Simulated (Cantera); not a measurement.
Carbothermic reduction: TiO2 + C + CO

A closed system holds: 1 mol TiO2, 0.57 mol C, 0.025 mol CO, at 1748.15 K and 2030 Torr.

Equilibrium computed with Cantera from the NASA thermochemical tables; the gas is ideal and each condensed phase is pure. Candidate condensed phases: C, Ti, TiC, TiO, TiO2, Ti2O3, Ti3O5, Ti4O7; 15 gas species. Mutual solubility and eutectic melting of coexisting phases are not modelled. TiC: taken at fixed stoichiometry. Kinetics and transport are ignored.

```
Quantity                                     Value
--------------------------------------  ----------
x(CO)                                        1.000
x(CO2)                                    0.000388
n(TiC(s))                               0.0888 mol
n(Ti3O5(s))                              0.304 mol
gas amount                              0.5062 mol
log10 activity of Ti2O3(s) (absent)          -0.01
log10 activity of C(graphite) (absent)       -0.15
log10 activity of Ti4O7(s) (absent)          -0.44
```
